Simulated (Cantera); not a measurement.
What does this Cantera script print?

```python
import numpy as np
import cantera as ct

gas_names = [...]  # 131 gases of nasa_gas.yaml made of C, H, O
cond_names = """
    C(gr) C6H6(L) C7H8(L) C8H18(L),n-octa H2O(s) H2O(L)
""".split()


# ... load() reads the species with a 1 bar reference pressure and builds the phases ...
atoms = {
    'CH4': {'C': 1, 'H': 4},
    'O2': {'O': 2},
    'H2O': {'H': 2, 'O': 1},
}
top_T = {'C(gr)': 4500}  # K; cautious upper limits of use, not melting points


# ... equilibrate(T, P, feed) seeds the gas with the atoms and calls Mixture.equilibrate('TP', solver="vcs", rtol=1e-11, max_steps=5000) ...
results = []
feed = {'CH4': 1, 'O2': 0.12, 'H2O': 0.79}  # mol
P = 1900000  # Pa
for T in [2500, 3000, 3500, 4000, 4500, 5000]:
    mix = equilibrate(T, P, feed)
    results.append((T, P, feed, dict(zip(mix.species_names, mix.species_moles))))

top = {s: max(r[3][s] / sum(r[3][g] for g in gas_names) for r in results) for s in gas_names}
cols = sorted((s for s in top if top[s] > 0.001), key=lambda s: -top[s])[:8]
seen = [c for c in cond_names if any(r[3].get(c, 0) > 1e-12 for r in results)]
print("log10 of partial pressures in bar; condensed amounts in mol")
print(f"{'T/K':>10s}" + "".join(f"{s[:9]:>10s}" for s in cols + seen))
for T, P, feed, n in results:
    ng = sum(n[g] for g in gas_names)
    print(f"{T:10.4g}" + "".join(f"{np.log10(max(n[s] / ng * P / 1e5, 1e-99)):10.3f}" for s in cols)
          + "".join(f"{n.get(c, 0):10.4g}" for c in seen))
```

Result:

```
log10 of partial pressures in bar; condensed amounts in mol
       T/K        H2         H        CO       H2O         O        OH
      2500     1.139    -1.030     0.698    -0.848    -6.051    -3.700
      3000     1.125    -0.239     0.693    -0.856    -4.276    -2.699
      3500     1.082     0.312     0.675    -0.901    -3.012    -2.008
      4000     0.981     0.693     0.639    -1.041    -2.102    -1.563
      4500     0.802     0.940     0.585    -1.374    -1.514    -1.390
      5000     0.542     1.079     0.532    -1.919    -1.207    -1.474
```

Equilibrium computed with Cantera from the NASA thermochemical tables; the gas is ideal and each condensed phase is pure.
